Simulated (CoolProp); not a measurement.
Model: reference Helmholtz-energy equation of state, McLinden 2020, in CoolProp.

Question: Give the vapour pressure (kPa), liquid density (kg/m³), vapour density (kg/m³), enthalpy of vaporisation (kJ/kg) of saturated R1336mzz(Z) at 305.8 K.

Answer: 
| T (K) | p (kPa) | liquid density (kg/m³) | vapour density (kg/m³) | enthalpy of vaporisation (kJ/kg) |
|---|---|---|---|---|
| 305.8 | 98.4 | 1340 | 6.69 | 165 |
